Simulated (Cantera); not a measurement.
A closed system holds: 1 mol CsOH, 1.3 mol H2, 0.03 mol O2, equilibrated at 1900 K and 13300 Pa.

Equilibrium computed with Cantera from the NASA thermochemical tables; the gas is ideal and each condensed phase is pure. Kinetics and transport are ignored.

| species | before | after |
|---|---|---|
| H2 | 0.376 | 0.367 |
| H2O | 0.234 | 0.245 |
| Cs | 0.211 | 0.222 |
| CsOH | 0.178 | 0.164 |
| OH | 6.81e-5 | 0.000145 |
| H | 0.00133 | 0.00227 |
| Cs2 | 2.00e-5 | 1.93e-5 |
Gas species are given as mole fractions.

What was changed between the two runs?
A. pressure from 13300 Pa to 101000 Pa
B. pressure from 13300 Pa to 320 Pa
C. pressure from 13300 Pa to 230000 Pa
D. temperature from 1900 K to 1975 K

D, temperature from 1900 K to 1975 K
